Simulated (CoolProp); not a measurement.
R22 at several states: fugacity coefficient from the reference equation and from simpler models built on Tc = 369.3 K, pc = 4.990 MPa, ω = 0.221; each cubic takes its own stable root.

Model: reference Helmholtz-energy equation of state, Kamei 1995, in CoolProp.

```
T (K)  p (MPa)   phase  reference
-----  -------  ------  ---------
367.3     0.67     gas     0.9533
371.8    0.207     gas     0.9861
356.9   0.0621     gas     0.9952
335.6     6.22  liquid     0.3473
154.9   0.0792  liquid   0.003660
```

Q: How far does each simpler model (van der Waals, Redlich-Kwong) lie from the reference over these 5 states: mean and median of the absolute difference, and the worst?

A: 
- van der Waals: mean 2578.6 %, median 0.7 %, worst +12859.0 % at 154.9 K and 0.0792 MPa
- Redlich-Kwong: mean 29.6 %, median 0.1 %, worst +136.6 % at 154.9 K and 0.0792 MPa
